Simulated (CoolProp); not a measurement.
Vapour-liquid equilibrium of propane (1) + dimethyl ether (2) at 0.0458 MPa; x and y are mole fractions of (1).

Model: multi-fluid Helmholtz-energy mixture model, Lemmon 2009 and Wu 2011; pair parameters Bell 2016, in CoolProp.

```csv
x,bubble temperature (°C),y at the bubble point,dew temperature at overall composition x (°C),liquid density (mol/L)
0.05,-44.9,0.195,…,16.33
0.125,-48.5,…,-43.7,16.13
0.2,…,0.495,-45.0,15.90
0.275,-52.7,0.573,-46.4,15.66
0.35,…,0.631,-47.9,15.42
0.425,-55.1,0.676,-49.4,15.19
0.5,-55.9,0.714,-51.1,14.95
0.575,-56.5,0.749,-52.8,14.73
0.65,-57.1,0.784,-54.5,14.51
0.725,-57.6,0.819,-56.1,14.30
0.8,-58.0,0.858,-57.3,14.10
0.875,-58.3,0.902,-58.1,13.91
0.95,-58.6,0.956,-58.6,13.72
```

Task: Complete the blanks.

Result: 
- 0.05, dew temperature at overall composition x (°C): -42.4
- 0.125, y at the bubble point: 0.380
- 0.2, bubble temperature (°C): -51.0
- 0.35, bubble temperature (°C): -54.0

No azeotrope shows between x = 0.05 and 0.95.

Pair parameters are fitted to limited data, so mixtures are less certain than the pure fluids.
